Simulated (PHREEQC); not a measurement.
0.053 g of hydrous ferric oxide (600 m²/g; 0.2 weak and 0.005 strong sites per Fe, Dzombak-Morel constants, diffuse double layer) in 1 kg of water with 0.005 mol/kgw of an inert sodium salt and 0.0062 mmol/kgw Na2SeO3, at 25 °C; the pH is set by adding NaOH or the inert anion's acid. No oxygen is let in. No CO2 enters from the air. No solid was allowed to form.

The series has 17 steps of pH, from 3 to 9.

Model: ion-association model, wateq4f.dat, run in PHREEQC.

**Question.** Near which pH is half of the Se sorbed, and on which side is more sorbed?

**Answer.** Near pH 8.5, with more sorbed at lower pH.

Species that the database lacks are ignored. The database's selenite sorption wasn't checked against measurements; a fall in acid may be a fault of its surface constants. The oxide is taken as insoluble; below pH 4 it would dissolve.
